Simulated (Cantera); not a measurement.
A closed system holds: 1 mol SiHCl₃, 43 mol NH₃, 0.41 mol H₂, equilibrated at 1.33 mbar.

Method: chemical equilibrium by Gibbs-energy minimisation in Cantera with the NASA 1993 tables (ideal gas, pure condensed phases). Candidate condensed phases: NH₄Cl, Si, Si₃N₄; 28 gas species. The tables' values for SiCl, SiN are old estimates; treat these amounts as uncertain. Gases not in the tables: Si₂H₆ and higher silanes. The numbers say what is thermodynamically allowed, not how fast it happens.

log p: log10 of the partial pressure in bar; n: condensed amount in mol.

```csv
T (°C),log p H₂,log p N₂,log p H,log p HCl,log p Si,log p SiCl₂,n Si₃N₄(s),n Si(l)
427,-3.01,-3.50,<-14,-4.34,<-14,<-14,0.333,0
627,-3.01,-3.50,___,-4.34,<-14,___,0.333,0
827,-3.01,-3.50,-9.09,-4.34,<-14,-9.04,0.333,0
1027,-3.01,-3.50,___,-4.34,___,___,0.332,0
1227,-3.01,-3.50,-6.26,-4.37,-8.53,-5.78,0.297,0
1427,-3.02,-3.49,-5.34,-4.45,-6.17,-5.33,0,0.629
1627,-3.03,-3.50,-4.61,-4.43,-4.99,-5.50,0,0
1827,-3.06,-3.51,-4.04,-4.41,-4.87,-6.43,0,0
```

Task: Fill in the missing entries.

Result: 
- 1027, log p H: -7.46
- 1027, log p Si: -12.23
- 1027, log p SiCl₂: -7.12
- 627, log p H: -11.44
- 627, log p SiCl₂: -11.84
